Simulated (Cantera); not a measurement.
Input: 1 mol MgO, 0.67 mol CH₄, 0.011 mol CO, equilibrated at 1802 °C.

Cantera equilibrium calculation (NASA polynomials, part measured and part estimated; ideal gas, pure solids and liquids). Candidate condensed phases: C, C₆H₆, C₇H₈, C₈H₁₈, H₂O, Mg, MgCO₃, MgO, Mg(OH)₂; 116 gas species. Rates play no part.

What share of the Mg ends up in condensed phases as a function of P (Pa), at 10, 100, 1000, 10000, 100000, 1000000?


```json
[
 {"P (Pa)": "10", "Mg condensed (%)": "0.0", "as": "-"},
 {"P (Pa)": "100", "Mg condensed (%)": "14.3", "as": "MgO(s)"},
 {"P (Pa)": "1000", "Mg condensed (%)": "30.5", "as": "MgO(s)"},
 {"P (Pa)": "10000", "Mg condensed (%)": "32.7", "as": "MgO(s)"},
 {"P (Pa)": "100000", "Mg condensed (%)": "33.0", "as": "MgO(s)"},
 {"P (Pa)": "1000000", "Mg condensed (%)": "89.4", "as": "MgO(s)"}
]
```
